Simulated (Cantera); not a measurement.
A jet of CH4 : O2 : N2 = 0.044 : 0.057 : 0.79 (molar parts) at 300 K and 270 Torr hits a platinum plate 4.4 cm away at a mass flux of 0.14 kg/m²/s; the plate temperature is set and raised in steps from an oxygen-covered start.

Detailed kinetics in Cantera: Deutschmann's 1995 Pt surface mechanism with GRI-Mech 3.0 gas chemistry. Catalytic surfaces can have several steady states; this one follows from the mechanism file's or the stated starting coverage.

One state of this run: wall x CH4 = 0.00228; wall x O2 = 0.000866; wall x H2O = 0.0640; wall x OH = <1e-8; wall x CO = 0.0478; wall x CO2 = 0.00183; θ free Pt = 0.699; θ H* = 0.00329; θ CO* = 0.239; θ C* = 0.0588. x: mole fraction at the wall; θ: surface coverage.

Problem. Which value of plate T (K) does it belong to?
A) 1000
B) 950
C) 1050
D) 900

Solution. C, 1050
